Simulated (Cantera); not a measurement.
A perfectly stirred reactor is fed with H2 : O2 = 0.0081 : 1 (molar parts), at 5.03 Torr; it is held at 1148 K, and followed from long to short residence time.

Model: the H2/O2 subset of GRI-Mech 3.0, which has no nitrogen chemistry, integrated in Cantera. Radical loss at walls, strong at low pressure, is not modelled.

x: mole fraction; the columns are a selection and need not sum to one.

```json
[
 {"τ (s)": "4.6", "x H2": "___", "x O2": "0.990", "x H2O": "0.00788", "x OH": "0.000273", "x H2O2": "7.37e-9", "x O": "0.00155"},
 {"τ (s)": "1.6", "x H2": "___", "x O2": "0.989", "x H2O": "0.00778", "x OH": "0.000368", "x H2O2": "8.43e-9", "x O": "0.00265"},
 {"τ (s)": "0.56", "x H2": "___", "x O2": "0.988", "x H2O": "0.00763", "x OH": "0.000479", "x H2O2": "9.79e-9", "x O": "0.00399"},
 {"τ (s)": "0.19", "x H2": "___", "x O2": "0.986", "x H2O": "0.00740", "x OH": "0.000617", "x H2O2": "1.24e-8", "x O": "0.00515"},
 {"τ (s)": "0.066", "x H2": "___", "x O2": "0.986", "x H2O": "0.00700", "x OH": "0.000798", "x H2O2": "1.78e-8", "x O": "0.00562"},
 {"τ (s)": "0.023", "x H2": "___", "x O2": "0.986", "x H2O": "0.00623", "x OH": "0.00103", "x H2O2": "2.74e-8", "x O": "0.00530"},
 {"τ (s)": "0.0080", "x H2": "___", "x O2": "0.987", "x H2O": "0.00477", "x OH": "0.00121", "x H2O2": "3.81e-8", "x O": "0.00412"},
 {"τ (s)": "0.0028", "x H2": "___", "x O2": "0.989", "x H2O": "0.00218", "x OH": "0.000897", "x H2O2": "2.68e-8", "x O": "0.00191"}
]
```

Task: Some entries are withheld; supply them.

Result: 
- 4.6, x H2: 2.68e-5
- 1.6, x H2: 4.90e-5
- 0.56, x H2: 9.32e-5
- 0.19, x H2: 0.000196
- 0.066, x H2: 0.000442
- 0.023, x H2: 0.00104
- 0.0080, x H2: 0.00241
- 0.0028, x H2: 0.00529
